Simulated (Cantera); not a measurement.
Cantera run:

```python
import numpy as np
import cantera as ct

gas_names = """
    B BH BH2 BH3 BN BO BO2 B2 B2O B2O2 B2O3 B3O3H3 H HBO HBO2 HNO HNO2 HNO3 HO2 H2 H2O H2O2 H3B3O6 N NH
    NH2 NH3 NH2OH NO NO2 NO3 N2 N2H2 N2H4 N2O O OH O2 O3
""".split()
cond_names = """
    B(b) B(L) BN(s) B2O3(L) B3O3H3(cr) H2O(s) H2O(L)
""".split()


# ... load() reads the species with a 1 bar reference pressure and builds the phases ...
atoms = {
    'BN': {'B': 1, 'N': 1},
    'O2': {'O': 2},
    'H2': {'H': 2},
}
top_T = {'BN(s)': 3200}  # K; cautious upper limits of use, not melting points


# ... equilibrate(T, P, feed) seeds the gas with the atoms and calls Mixture.equilibrate('TP', solver="vcs", rtol=1e-11, max_steps=5000) ...
results = []
feed = {'BN': 1, 'O2': 12, 'H2': 14}  # mol
P = 2.8  # Pa
for T in [948, 998, 1048, 1098, 1148, 1198, 1248, 1298]:
    mix = equilibrate(T, P, feed)
    results.append((T, P, feed, dict(zip(mix.species_names, mix.species_moles))))

top = {s: max(r[3][s] / sum(r[3][g] for g in gas_names) for r in results) for s in gas_names}
cols = sorted((s for s in top if top[s] > 1e-06), key=lambda s: -top[s])[:8]
seen = [c for c in cond_names if any(r[3].get(c, 0) > 1e-12 for r in results)]
print("log10 of partial pressures in bar; condensed amounts in mol")
print(f"{'T/K':>10s}" + "".join(f"{s[:9]:>10s}" for s in cols + seen))
for T, P, feed, n in results:
    ng = sum(n[g] for g in gas_names)
    print(f"{T:10.4g}" + "".join(f"{np.log10(max(n[s] / ng * P / 1e5, 1e-99)):10.3f}" for s in cols)
          + "".join(f"{n.get(c, 0):10.4g}" for c in seen))
```

Result:

```
log10 of partial pressures in bar; condensed amounts in mol
       T/K       H2O        O2      HBO2        N2        OH    H3B3O6      B2O3        NO   B2O3(L)
       948    -4.680    -5.198    -7.422    -6.127   -10.375    -8.457   -12.618   -10.038    0.4838
       998    -4.682    -5.198    -6.941    -6.128    -9.928    -8.573   -11.517    -9.787    0.4588
      1048    -4.685    -5.200    -6.508    -6.129    -9.524    -8.684   -10.524    -9.560    0.3935
      1098    -4.694    -5.203    -6.120    -6.133    -9.160    -8.795    -9.626    -9.356    0.2409
      1148    -4.707    -5.209    -5.839    -6.138    -8.831    -9.109    -8.946    -9.172         0
      1198    -4.707    -5.209    -5.838    -6.139    -8.522   -10.167    -8.849    -8.999         0
      1248    -4.707    -5.209    -5.839    -6.139    -8.238   -11.138    -8.762    -8.839         0
      1298    -4.707    -5.209    -5.839    -6.139    -7.975   -12.031    -8.680    -8.692         0
```

These are equilibrium values from Cantera (NASA tables, ideal gas, pure condensed phases), not measurements of a reactor.
